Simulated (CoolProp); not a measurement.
Propylene at 298.15 K and 0.718 MPa is throttled through a valve to 0.433 MPa with no heat exchange. Each further row changes one setting.

The numbers come from the reference Helmholtz-energy equation of state, Lemmon 2013 in CoolProp.

```
case                       temperature change (K)  final density (kg/m³)
-------------------------  ----------------------  ---------------------
as stated                              (withheld)             (withheld)
outlet pressure 0.13 MPa               (withheld)             (withheld)
outlet pressure 0.563 MPa              (withheld)                   10.6
```

Q: Fill in the missing entries.

A: 
- as stated, temperature change (K): -5.5
- as stated, final density (kg/m³): 8.04
- outlet pressure 0.13 MPa, temperature change (K): -11.4
- outlet pressure 0.13 MPa, final density (kg/m³): 2.34
- outlet pressure 0.563 MPa, temperature change (K): -3.0
